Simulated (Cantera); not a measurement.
**Fluorocarbon and chlorocarbon gases: CH3Cl + H2**

Feed: 1 mol CH3Cl, 0.07 mol H2, held at 2123.15 K and 100000 Pa.

Cantera equilibrium calculation (NASA polynomials, part measured and part estimated; ideal gas, pure solids and liquids). Candidate condensed phases: C, C6H6, C7H8, C8H18; 91 gas species. Kinetics and transport are ignored.

```
Quantity                Result
-------------------  ---------
x(H2)                    0.514
x(HCl)                   0.480
x(H)                   0.00258
x(Cl)                  0.00176
x(C2H2 (acetylene))   0.000853
x(CH4)                 8.26e-5
x(CH3)                 8.04e-6
x(C2HCl)               4.44e-6
x(Cl2)                 2.35e-6
n(C(graphite))       0.996 mol
gas amount           2.074 mol
```
